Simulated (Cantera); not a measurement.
What does this Cantera script print?

```python
import numpy as np
import cantera as ct

gas_names = """
    H H2 N NH NH2 NH3 N2 N2H2 N2H4 Si SiH SiH2 SiH3 SiH4 SiN Si2 Si2N Si3
""".split()
cond_names = """
    Si(cr) Si(L) Si3N4(a)
""".split()


# ... load() reads the species with a 1 bar reference pressure and builds the phases ...
atoms = {
    'trisilylamine': {'Si': 3, 'N': 1, 'H': 9},
    'NH3': {'N': 1, 'H': 3},
    'N2': {'N': 2},
}
top_T = {'Si3N4(a)': 2400}  # K; cautious upper limits of use, not melting points


# ... equilibrate(T, P, feed) seeds the gas with the atoms and calls Mixture.equilibrate('TP', solver="vcs", rtol=1e-11, max_steps=5000) ...
results = []
feed = {'trisilylamine': 1, 'NH3': 0.37, 'N2': 1.9}  # mol
T = 1675  # K
P = 270  # Pa
mix = equilibrate(T, P, feed)
results.append((T, P, feed, dict(zip(mix.species_names, mix.species_moles))))
print(gas.report(threshold=1e-06))
for i in range(1, mix.n_phases):
    print(f"{mix.phase(i).name:16s} {mix.phase_moles(i):12.5e} mol")
```

It prints:

```
       temperature   1675 K
          pressure   270 Pa
           density   0.0002095 kg/m^3
  mean mol. weight   10.806 kg/kmol
   phase of matter   gas

                          1 kg             1 kmol
                     ---------------   ---------------
          enthalpy        4.0101e+06        4.3334e+07  J
   internal energy        2.7213e+06        2.9408e+07  J
           entropy             23915        2.5843e+05  J/K
    Gibbs function       -3.6047e+07       -3.8954e+08  J
 heat capacity c_p            3125.3             33773  J/K
 heat capacity c_v            2355.9             25459  J/K

                      mass frac. Y      mole frac. X     chem. pot. / RT
                     ---------------   ---------------   ---------------
                 H        0.00016933         0.0018153            -12.63
                H2           0.12313           0.66001            -25.26
                N2           0.87618           0.33798           -33.357
                Si        0.00041773        0.00016073           -4.8643
               SiH        3.0675e-05        1.1394e-05           -17.494
              SiH2        2.0673e-05        7.4215e-06           -30.124
               SiN        1.2459e-05        3.1987e-06           -21.543
              Si2N        3.7456e-05        5.7677e-06           -26.407
     [  +10 minor]        4.5234e-06        8.1719e-07

Si(cr)            2.99850e+00 mol
Si3N4(a)          0.00000e+00 mol
```

Method: chemical equilibrium by Gibbs-energy minimisation in Cantera with the NASA 1993 tables (ideal gas, pure condensed phases). The feed counts by its element totals alone.
